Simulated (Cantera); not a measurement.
An isothermal, constant-pressure homogeneous reactor starts with H₂ : O₂ : N₂ = 0.14 : 1 : 0.13 (molar parts), equivalence ratio 0.070, at 1473 K and 0.900 Torr.

Computed with Cantera and the H2/O2 subset of GRI-Mech 3.0, which has no nitrogen chemistry. Radical loss at walls, strong at low pressure, is not modelled. The temperature is held fixed by assumption; the heat of reaction is taken as removed at once.

x: mole fraction; the columns are a selection and need not sum to one.

```csv
t (s),x H₂,x O₂,x OH,x H₂O,x O,x H
0.000100,0.110,0.787,8.78e-9,1.35e-9,9.02e-9,4.01e-8
0.000305,0.110,0.787,[?],[?],[?],[?]
0.000932,0.110,0.787,5.14e-7,6.92e-7,5.84e-7,5.54e-7
0.00285,0.110,0.787,3.23e-5,6.74e-5,3.73e-5,3.15e-5
0.00869,[?],0.708,[?],0.0835,[?],[?]
0.0265,0.00390,0.704,0.0132,0.0886,0.0659,0.0223
0.0809,0.00387,0.704,0.0131,0.0889,0.0654,0.0220
0.247,0.00379,0.706,0.0130,0.0897,0.0636,0.0211
0.754,0.00354,0.712,0.0126,0.0918,0.0585,0.0187
2.30,0.00287,0.725,0.0115,0.0973,0.0456,0.0130
7.03,0.00152,0.750,0.00849,0.106,0.0229,0.00467
21.5,0.000371,0.768,0.00424,0.113,0.00535,0.000533
65.5,5.42e-5,0.774,0.00163,0.116,0.000772,2.93e-5
200,9.48e-6,0.775,0.000681,0.116,0.000134,2.13e-6
```

Question: Fill in the missing entries.

Answer: 
- 0.000305, x OH: 6.17e-8
- 0.000305, x H₂O: 3.04e-8
- 0.000305, x O: 6.63e-8
- 0.000305, x H: 1.10e-7
- 0.00869, x H₂: 0.00687
- 0.00869, x OH: 0.0154
- 0.00869, x O: 0.0591
- 0.00869, x H: 0.0243
